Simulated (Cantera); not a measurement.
A Cantera script and what it prints.

```python
import numpy as np
import cantera as ct

gas_names = """
    Fe FeO Fe(OH)2 H HO2 H2 H2O H2O2 O OH O2 O3
""".split()
cond_names = """
    Fe(a) Fe(c) Fe(d) Fe(L) FeO(s) FeO(L) Fe(OH)2(s) Fe(OH)3(s) Fe2O3(s) Fe3O4(s) H2O(s) H2O(L)
""".split()


# ... load() reads the species with a 1 bar reference pressure and builds the phases ...
atoms = {
    'Fe2O3': {'Fe': 2, 'O': 3},
    'O2': {'O': 2},
    'H2O': {'H': 2, 'O': 1},
}
top_T = {'Fe2O3(s)': 1830, 'Fe3O4(s)': 1870}  # K; cautious upper limits of use, not melting points


# ... equilibrate(T, P, feed) seeds the gas with the atoms and calls Mixture.equilibrate('TP', solver="vcs", rtol=1e-11, max_steps=5000) ...
results = []
feed = {'Fe2O3': 1, 'O2': 0.38, 'H2O': 8.2}  # mol
T = 1123.15  # K
P = 1500  # Pa
mix = equilibrate(T, P, feed)
results.append((T, P, feed, dict(zip(mix.species_names, mix.species_moles))))
print(gas.report(threshold=1e-06))
for i in range(1, mix.n_phases):
    print(f"{mix.phase(i).name:16s} {mix.phase_moles(i):12.5e} mol")
```

Result:

```
       temperature   1123.2 K
          pressure   1500 Pa
           density   0.0029932 kg/m^3
  mean mol. weight   18.634 kg/kmol
   phase of matter   gas

                          1 kg             1 kmol
                     ---------------   ---------------
          enthalpy       -1.0739e+07       -2.0011e+08  J
   internal energy        -1.124e+07       -2.0944e+08  J
           entropy             14731         2.745e+05  J/K
    Gibbs function       -2.7284e+07       -5.0841e+08  J
 heat capacity c_p            2287.4             42624  J/K
 heat capacity c_v            1841.2             34310  J/K

                      mass frac. Y      mole frac. X     chem. pot. / RT
                     ---------------   ---------------   ---------------
               H2O           0.92395           0.95571           -55.381
                OH        5.3588e-06        5.8716e-06           -36.243
                O2          0.076049          0.044288           -34.209
     [   +9 minor]        2.2369e-08        9.5939e-08

Fe(a)             0.00000e+00 mol
FeO(s)            0.00000e+00 mol
Fe(OH)2(s)        0.00000e+00 mol
Fe(OH)3(s)        0.00000e+00 mol
Fe2O3(s)          1.00000e+00 mol
Fe3O4(s)          0.00000e+00 mol
```

Method: chemical equilibrium by Gibbs-energy minimisation in Cantera with the NASA 1993 tables (ideal gas, pure condensed phases).
